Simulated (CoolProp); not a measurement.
The fluid at 298.15 K and 1.13 MPa is compressed adiabatically to 3.05 MPa with isentropic efficiency 0.6. The same conditions are run with several fluids, on thermodynamics alone (safety and materials aside).

The numbers come from the reference Helmholtz-energy equation of state of each fluid (CH2F2 (R32): Tillner-Roth 1997; oxygen: Schmidt 1985; hydrogen chloride: Thol 2018; C2F6 (R116): Lemmon 2006) in CoolProp.

```tsv
fluid	work (kJ/kg)	final temperature (K)	final phase	final density (kg/m³)
CH2F2 (R32)	72.1	387.6	gas	58.1
oxygen	147	455.8	gas	25.6
hydrogen chloride	121	451.1	gas	31.2
C2F6 (R116)	25.5	341.6	supercritical	189
```

Above 300 K oxygen's equation is extrapolated.
